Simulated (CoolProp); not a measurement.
Vapour-liquid equilibrium of CH2F2 (R32) (1) + isobutane (2) at 306.5 K; x and y are mole fractions of (1).

Model: multi-fluid Helmholtz-energy mixture model, Tillner-Roth 1997 and Bücker 2006; pair parameters Bell 2016, in CoolProp.

```
x      bubble pressure, mixture model (MPa)  bubble pressure, Raoult's law (MPa)  y, mixture model  y, Raoult's law
-----  ------------------------------------  -----------------------------------  ----------------  ---------------
0.05                                 0.7393                               0.5271               ___            0.199
0.125                                 1.104                               0.6513             0.580            0.403
0.2                                   1.383                               0.7755             0.664            0.542
0.275                                 1.587                               0.8997             0.710            0.642
0.35                                  1.733                                1.024             0.738            0.718
0.425                                 1.838                                1.148             0.758            0.778
0.5                                   1.916                                1.272             0.774            0.825
0.575                                 1.979                                1.397             0.789            0.865
0.65                                  2.034                                1.521             0.805            0.898
0.725                                 2.082                                1.645             0.824            0.926
0.8                                   2.123                                1.769               ___            0.950
0.875                                   ___                                1.893             0.885            0.971
0.95                                  2.142                                2.018             0.942            0.989
```

Question: Some entries are withheld; supply them.

Answer: 
- 0.05, y, mixture model: 0.381
- 0.8, y, mixture model: 0.849
- 0.875, bubble pressure, mixture model (MPa): 2.150

The largest gap from Raoult's law is +78.3 % in bubble pressure, at x = 0.2. y crosses x between x = 0.875 and 0.95: the model has an azeotrope there.

Pair parameters are fitted to limited data, so mixtures are less certain than the pure fluids. With so large a gap from Raoult's law the liquid may split in two, which this calculation doesn't test in full.
